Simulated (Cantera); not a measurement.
Charge: 1 mol C₂F₆, 0.46 mol HCl, 0.61 mol F₂, equilibrated at 4.70 Pa.

Equilibrium computed with Cantera from the NASA thermochemical tables; the gas is ideal and each condensed phase is pure. Candidate condensed phases: C, C₆H₆, C₇H₈, C₈H₁₈; 118 gas species. The feed counts by its element totals alone. Gases not in the tables: C₂F₆ and larger saturated fluorocarbons. Equilibrium is a limit: real reactors are often held back by kinetics, nucleation or transport.

Over these rows the condensed part is C(graphite). Partial pressures as log10 of bar:

```json
[
 {"T (K)": "1125", "1000/T (1/K)": "0.8889", "log p HCl": "-6.16", "log p CF₄": "-4.49", "log p HF": "-5.09", "log p Cl": "-5.50"},
 {"T (K)": "1325", "1000/T (1/K)": "0.7547", "log p HCl": "-7.01", "log p CF₄": "-4.51", "log p HF": "-5.08", "log p Cl": "-5.11"},
 {"T (K)": "1525", "1000/T (1/K)": "0.6557", "log p HCl": "-7.91", "log p CF₄": "-4.52", "log p HF": "-5.09", "log p Cl": "-5.09"},
 {"T (K)": "1725", "1000/T (1/K)": "0.5797", "log p HCl": "?", "log p CF₄": "-4.61", "log p HF": "-5.13", "log p Cl": "-5.13"},
 {"T (K)": "1925", "1000/T (1/K)": "0.5195", "log p HCl": "-9.53", "log p CF₄": "-5.43", "log p HF": "-5.38", "log p Cl": "-5.38"},
 {"T (K)": "2125", "1000/T (1/K)": "0.4706", "log p HCl": "-9.65", "log p CF₄": "-7.88", "log p HF": "-5.52", "log p Cl": "-5.52"}
]
```

Question: Fit log p(HCl) = a + b·(1000/T) to the five rows, give the apparent enthalpy, and predict the row at 1725 K.

Answer: Means: 1000/T = 0.6579, log p = -8.052. Sxy = 1.041466, Sxx = 0.1169719, so b = 8.90 and a = -8.052 − (8.90)×0.6579 = -13.91.
Apparent enthalpy: −19.145 × (8.90) = -170 kJ/mol. With the condensed phases at unit activity, 1/4 C(graphite) + HF(g) + Cl(g) = HCl(g) + 1/4 CF₄(g) links this pressure to the main gases: over the six rows their terms move log p by +0.40 in all, so the slope isn't that reaction's ΔH° alone. The five rows lie within 0.24 of the line; that is curvature, so one enthalpy describes this range poorly.
Prediction at 1725 K: -13.91 + (8.90)×0.5797 = -8.75. The computed value is -8.68, 0.07 from the line.
